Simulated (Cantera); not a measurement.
Charge: 1 mol SiC, 0.0091 mol H2O, 26 mol N2, equilibrated at 3.30 bar.

These are equilibrium values from Cantera (NASA tables, ideal gas, pure condensed phases), not measurements of a reactor. Candidate condensed phases: C, C6H6, C7H8, C8H18, H2O, Si, SiC, SiO2, Si2N2O, Si3N4; 151 gas species. N2 is the only nitrogen source here; it is nearly inert below about 1500 K, so the nitride shown seldom forms there in practice. Mutual solubility and eutectic melting of coexisting phases are not modelled. Kinetics and transport are ignored.

Task: Which condensed phases are stable at each of these points (T (K)): 1200, 1250, 1300, 1350, 1400, 1450, 1500, 1550, 1600, 1650, 1700, 1750?

Result: 
```csv
T (K),condensed phases,Si condensed (%)
1200,C(graphite) + Si2N2O(s) + Si3N4(s),100.0
1250,C(graphite) + Si2N2O(s) + Si3N4(s),100.0
1300,C(graphite) + Si2N2O(s) + Si3N4(s),100.0
1350,C(graphite) + Si2N2O(s) + Si3N4(s),100.0
1400,C(graphite) + Si2N2O(s) + Si3N4(s),100.0
1450,C(graphite) + Si2N2O(s) + Si3N4(s),100.0
1500,C(graphite) + Si2N2O(s) + Si3N4(s),100.0
1550,C(graphite) + Si2N2O(s) + Si3N4(s),100.0
1600,C(graphite) + Si2N2O(s) + Si3N4(s),100.0
1650,C(graphite) + Si3N4(s),100.0
1700,C(graphite) + Si3N4(s),100.0
1750,C(graphite) + Si3N4(s),100.0
```

From 1200 K to 1600 K the condensed part is C(graphite) + Si2N2O(s) + Si3N4(s). From 1650 K to 1750 K the condensed part is C(graphite) + Si3N4(s).
